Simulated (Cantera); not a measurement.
Cantera run:

```python
import numpy as np
import cantera as ct

gas_names = """
    F FO FO2 F2 F2O N NF NF2 NF3 NO NO2 NO3 N2 N2O O O2 O3 Si SiF SiF2 SiF3 SiF4 SiN SiO SiO2 Si2 Si2N
    Si3
""".split()
cond_names = """
    Si(cr) Si(L) SiO2(Lqz) SiO2(hqz) SiO2(L) Si2N2O(s) Si3N4(a)
""".split()


def load(file, names, dense=False):
    # The tables refer to 1 bar. Condensed volumes are neglected.
    table = {s.name: s for s in ct.Species.list_from_file(file)}
    out = []
    for n in names:
        d = dict(table[n].input_data)
        d["thermo"] = dict(d["thermo"], **{"reference-pressure": 1e5})
        if dense:
            d["equation-of-state"] = {"model": "constant-volume", "density": "1e6 g/cm^3"}
        out.append(ct.Species.from_dict(d))
    return out


gas = ct.Solution(thermo="ideal-gas", species=load("nasa_gas.yaml", gas_names))
cond = {s.name: ct.Solution(thermo="fixed-stoichiometry", species=[s], name=s.name)
        for s in load("nasa_condensed.yaml", cond_names, dense=True)}
atoms = {
    'SiF4': {'Si': 1, 'F': 4},
    'O2': {'O': 2},
    'N2': {'N': 2},
    'NO': {'N': 1, 'O': 1},
}
top_T = {'Si2N2O(s)': 2100, 'Si3N4(a)': 2400}  # K; cautious upper limits of use, not melting points


def equilibrate(T, P, feed):
    n = {}
    for name, mol in feed.items():
        for a, k in atoms[name].items():
            n[a] = n.get(a, 0.0) + k * mol
    gas.TPX = T, P, n
    mass = sum(n.values()) * gas.mean_molecular_weight
    gas.equilibrate("TP")
    valid = [c for c in cond.values() if c.min_temp <= T <= top_T.get(c.name, c.max_temp)]
    mix = ct.Mixture([(gas, mass / gas.mean_molecular_weight)] + [(c, 0.0) for c in valid])
    mix.T, mix.P = T, P
    mix.equilibrate("TP", solver="vcs", rtol=1e-11, max_steps=5000)
    return mix


results = []
feed = {'SiF4': 1, 'O2': 0.16, 'N2': 9, 'NO': 6.7}  # mol
P = 2100  # Pa
for T in [1550, 1600, 1650, 1700, 1750, 1800, 1850, 1900, 1950, 2000, 2050]:
    mix = equilibrate(T, P, feed)
    results.append((T, P, feed, dict(zip(mix.species_names, mix.species_moles))))

top = {s: max(r[3][s] / sum(r[3][g] for g in gas_names) for r in results) for s in gas_names}
cols = sorted((s for s in top if top[s] > 1e-05), key=lambda s: -top[s])[:7]
seen = [c for c in cond_names if any(r[3].get(c, 0) > 1e-12 for r in results)]
print("log10 of partial pressures in bar; condensed amounts in mol")
print(f"{'T/K':>10s}" + "".join(f"{s[:9]:>10s}" for s in cols + seen))
for T, P, feed, n in results:
    ng = sum(n[g] for g in gas_names)
    print(f"{T:10.4g}" + "".join(f"{np.log10(max(n[s] / ng * P / 1e5, 1e-99)):10.3f}" for s in cols)
          + "".join(f"{n.get(c, 0):10.4g}" for c in seen))
```

Output:

```
log10 of partial pressures in bar; condensed amounts in mol
       T/K        N2        O2      SiF4        NO         O         F      SiF3 SiO2(hqz)   SiO2(L)
      1550    -1.813    -2.361    -2.905    -4.506    -6.287    -7.167    -7.859 1.088e-05         0
      1600    -1.814    -2.361    -2.905    -4.410    -6.019    -6.891    -7.494 1.934e-05         0
      1650    -1.814    -2.362    -2.905    -4.320    -5.768    -6.631    -7.152 3.264e-05         0
      1700    -1.814    -2.362    -2.905    -4.235    -5.531    -6.387    -6.830         0 5.222e-05
      1750    -1.814    -2.363    -2.905    -4.155    -5.308    -6.154    -6.528         0 7.953e-05
      1800    -1.814    -2.364    -2.905    -4.080    -5.097    -5.934    -6.244         0 0.0001132
      1850    -1.815    -2.365    -2.905    -4.009    -4.897    -5.726    -5.975         0 0.0001461
      1900    -1.815    -2.366    -2.906    -3.942    -4.708    -5.529    -5.721         0 0.0001566
      1950    -1.815    -2.368    -2.906    -3.878    -4.529    -5.342    -5.481         0 8.649e-05
      2000    -1.816    -2.370    -2.907    -3.818    -4.359    -5.142    -5.275         0         0
      2050    -1.816    -2.372    -2.909    -3.761    -4.198    -4.934    -5.097         0         0
```

Method: chemical equilibrium by Gibbs-energy minimisation in Cantera with the NASA 1993 tables (ideal gas, pure condensed phases). The tables' values for SiF3, SiO2 are old estimates; treat these amounts as uncertain. The tables hold silica as quartz up to 1696 K and as liquid above; real silica turns to tridymite and cristobalite and melts near 1996 K.
